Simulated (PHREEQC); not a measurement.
3.1 g of hydrous ferric oxide (600 m²/g; 0.2 weak and 0.005 strong sites per Fe, Dzombak-Morel constants, diffuse double layer) in 1 kg of water with 0.1 mol/kgw of an inert sodium salt and 0.0002 mol CaCl2, at 25 °C; the pH is set by adding NaOH or the inert anion's acid. Oxygen alone is held at its pressure in air (log pO2 = -0.68). CO2 from the air is kept out. Precipitation was switched off in this run.

Base run: PHREEQC, ion-association model, wateq4f.dat. Each further column changes one thing. The table gives surface charge σ (C/m²).

```json
[
 {"pH": "4", "base": "0.322", "background salt from 0.1 to 0.01 mol/kgw": "0.228", "oxide from 3.1 to 16 g/kgw": "0.326", "0.0026 mol/kgw NaH2PO4 added": "0.161"},
 {"pH": "5.5", "base": "0.160", "background salt from 0.1 to 0.01 mol/kgw": "0.080", "oxide from 3.1 to 16 g/kgw": "0.162", "0.0026 mol/kgw NaH2PO4 added": "0.066"},
 {"pH": "6.5", "base": "0.074", "background salt from 0.1 to 0.01 mol/kgw": "?", "oxide from 3.1 to 16 g/kgw": "0.075", "0.0026 mol/kgw NaH2PO4 added": "0.020"},
 {"pH": "8", "base": "0.006", "background salt from 0.1 to 0.01 mol/kgw": "0.002", "oxide from 3.1 to 16 g/kgw": "0.005", "0.0026 mol/kgw NaH2PO4 added": "-0.034"},
 {"pH": "9.5", "base": "-0.055", "background salt from 0.1 to 0.01 mol/kgw": "-0.022", "oxide from 3.1 to 16 g/kgw": "-0.060", "0.0026 mol/kgw NaH2PO4 added": "?"},
 {"pH": "10.5", "base": "-0.129", "background salt from 0.1 to 0.01 mol/kgw": "-0.062", "oxide from 3.1 to 16 g/kgw": "-0.138", "0.0026 mol/kgw NaH2PO4 added": "-0.140"},
 {"pH": "12", "base": "-0.292", "background salt from 0.1 to 0.01 mol/kgw": "?", "oxide from 3.1 to 16 g/kgw": "-0.308", "0.0026 mol/kgw NaH2PO4 added": "-0.295"}
]
```

Task: Some entries are withheld; supply them.

Result: 
- 6.5, background salt from 0.1 to 0.01 mol/kgw: 0.031
- 9.5, 0.0026 mol/kgw NaH2PO4 added: -0.090
- 12, background salt from 0.1 to 0.01 mol/kgw: -0.222

 H3PO4, which wateq4f.dat lacks, is added to it with the constant of phreeqc.dat.
